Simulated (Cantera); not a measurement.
A freely propagating, adiabatic, planar premixed flame of C3H8 : O2 : N2 = 1 : 4.55 : 17.1 (molar parts), unburnt at 300 K and 128 Torr; mixture-averaged transport, grid criteria slope 0.08 and curve 0.16, no radiation.

Model: GRI-Mech 3.0 (53 species, 325 reactions), integrated in Cantera. GRI-Mech 3.0 was tuned for natural gas; its chemistry of propane as a main component is partial and can be far from experiment. Burning velocities carry a grid error of a few per cent, more on coarse grids.

Task: What does this change do: C3H8 1 to 1.3 parts?

Result: 
| quantity | before | after |
|---|---|---|
| laminar burning velocity | 67.9 cm/s | 43.4 cm/s |
| thermal thickness | 1.54 mm | 1.97 mm |
| peak x(HCN) | 4.36e-6 | 2.80e-5 |
| peak x(OH) | 0.00833 | 0.00261 |
